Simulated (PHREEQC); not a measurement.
PHREEQC input (ion-association model, wateq4f.dat):

```
SOLUTION_MASTER_SPECIES
  An  An-  0  An  62.0  # stands for a non-complexing anion
SOLUTION_SPECIES
  An- = An-
    -log_k 0
    -gamma 3.0 0
PHASES
  Fix_H+
    H+ = H+
    -log_k 0
SOLUTION 1
  temp 25
  units mmol/kgw
  pH 7 charge
  F 0.57
  Na 50.57
  An 50
END
SELECTED_OUTPUT 1
  -reset false
  -pH true
  -pe true
  -ionic_strength true
  -water true
  -totals F Na
  -molalities Hfo_wOH Hfo_wOH2+ Hfo_wO- Hfo_sOH Hfo_sOH2+ Hfo_sO- Hfo_wF Hfo_wOHF-
USER_PUNCH 1
  -headings sigma psi
  10 PUNCH EDL("sigma", "Hfo"), EDL("psi", "Hfo")
PRINT
  -reset false
USE solution 1
SURFACE 1
  Hfo_wOH 0.000247191 600 0.11
  Hfo_sOH 6.17978e-06
EQUILIBRIUM_PHASES 1
  Fix_H+ -4 HAn 10
    -force_equality true
  O2(g) -0.68 10
END
# ... the last block is repeated for the other 16 points of pH, with NaOH or the acid as the point needs
```

Selected output (columns that matter, 17 of 17 rows; pH added in front):

```
pH	mu	F	Na	m_Hfo_wOH	m_Hfo_wOH2+	m_Hfo_wO-	m_Hfo_sOH	m_Hfo_sOH2+	m_Hfo_sO-	m_Hfo_wF	m_Hfo_wOHF-	sigma	psi
4	0.050731	0.00044017	0.05057	7.4747e-06	0.00010988	1.1649e-08	3.9358e-07	5.7856e-06	6.1336e-10	0.00011747	1.2356e-05	0.15102	0.12557
4.5	0.050644	0.00044913	0.05057	1.7666e-05	0.00010858	6.5845e-08	8.6429e-07	5.3123e-06	3.2213e-09	9.6579e-05	2.4295e-05	0.1309	0.11839
5	0.05061	0.00046565	0.05057	3.6879e-05	0.00010567	2.9485e-07	1.5955e-06	4.5716e-06	1.2756e-08	6.7775e-05	3.6571e-05	0.10726	0.10842
5.5	0.050593	0.00048695	0.05057	6.6053e-05	9.7061e-05	1.0298e-06	2.4868e-06	3.6542e-06	3.8769e-08	4.0468e-05	4.258e-05	0.083432	0.096001
6	0.050583	0.00050975	0.05057	0.00010176	8.2292e-05	2.8829e-06	3.3641e-06	2.7204e-06	9.5302e-08	2.0691e-05	3.9562e-05	0.062096	0.081767
6.5	0.050575	0.00053095	0.05057	0.00013672	6.481e-05	6.6073e-06	4.0593e-06	1.9243e-06	1.9618e-07	9.1639e-06	2.989e-05	0.04392	0.065911
7	0.05057	0.00054804	0.05057	0.00016355	4.9235e-05	1.2446e-05	4.4874e-06	1.3509e-06	3.4148e-07	3.5791e-06	1.8382e-05	0.028388	0.047997
7.5	0.050564	0.00055952	0.05057	0.00017928	3.8111e-05	1.932e-05	4.6804e-06	9.9496e-07	5.0439e-07	1.2668e-06	9.2136e-06	0.01472	0.027358
8	0.05056	0.00056566	0.05057	0.00018624	3.0926e-05	2.5692e-05	4.739e-06	7.8696e-07	6.5377e-07	4.2071e-07	3.9172e-06	0.0021202	0.0041253
8.5	0.050565	0.00056834	0.05058	0.00018826	2.5777e-05	3.1497e-05	4.7382e-06	6.4878e-07	7.9276e-07	1.3512e-07	1.5258e-06	-0.010805	-0.020496
9	0.05058	0.00056937	0.0506	0.00018737	2.1128e-05	3.8067e-05	4.6962e-06	5.2954e-07	9.5408e-07	4.2604e-08	5.8418e-07	-0.026239	-0.045086
9.5	0.050614	0.00056976	0.050641	0.00018341	1.6317e-05	4.7226e-05	4.5896e-06	4.0833e-07	1.1818e-06	1.3196e-08	2.2932e-07	-0.046655	-0.068576
10	0.050708	0.0005699	0.050744	0.00017465	1.1459e-05	6.098e-05	4.3681e-06	2.866e-07	1.5251e-06	3.974e-09	9.3645e-08	-0.074348	-0.090331
10.5	0.050987	0.00056996	0.051036	0.00015874	7.1004e-06	8.1305e-05	3.9693e-06	1.7754e-07	2.033e-06	1.1417e-09	3.9465e-08	-0.11126	-0.11006
11	0.051848	0.00056998	0.051914	0.00013376	3.7375e-06	0.00010967	3.3443e-06	9.3443e-08	2.742e-06	3.0373e-10	1.6807e-08	-0.15878	-0.12755
11.5	0.054555	0.00056999	0.054641	9.939e-05	1.5474e-06	0.00014625	2.4848e-06	3.8686e-08	3.6563e-06	7.1009e-11	7.0509e-09	-0.21685	-0.14211
12	0.063214	0.00057	0.063323	5.8605e-05	4.1815e-07	0.00018816	1.4651e-06	1.0454e-08	4.7042e-06	1.3042e-11	2.8249e-09	-0.28136	-0.15164
```

Species that the database lacks are ignored.
